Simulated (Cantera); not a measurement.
**Ammonia decomposition in nitride growth gas**

An isothermal, constant-pressure homogeneous reactor starts with NH3 : H2 = 1 : 5.9 (molar parts), at 2100 K and 1.01 bar.

Detailed kinetics in Cantera: the gas-phase N/H chemistry of the illustrative SiF4/NH3 mechanism in the Surface Chemkin manual (1991). Walls and surfaces, which speed up NH3 decomposition in real reactors, are not modelled.

```tsv
t (s)	x NH3	x H2	x H	x N	x NH
6.00e-6	0.145	0.855	3.67e-5	6.70e-11	2.17e-8
3.09e-5	0.145	0.855	0.000188	1.00e-8	5.96e-7
0.000160	0.144	0.854	0.000801	7.55e-7	1.07e-5
0.000823	0.139	0.857	0.00105	1.59e-6	1.73e-5
0.00424	0.113	0.872	0.00114	1.59e-6	1.61e-5
0.0219	0.0436	0.910	0.00159	1.51e-6	1.13e-5
0.113	0.00235	0.933	0.00291	4.80e-7	1.98e-6
0.582	0.000256	0.934	0.00301	5.76e-8	2.30e-7
3.00	4.53e-5	0.934	0.00301	1.02e-8	4.07e-8
```
x: mole fraction; the columns are a selection and need not sum to one.

Equilibrium at this temperature and pressure: NH3 3.93e-6, H2 0.934, H 0.00301, N 8.87e-10, NH 3.54e-9 (gas phase only).
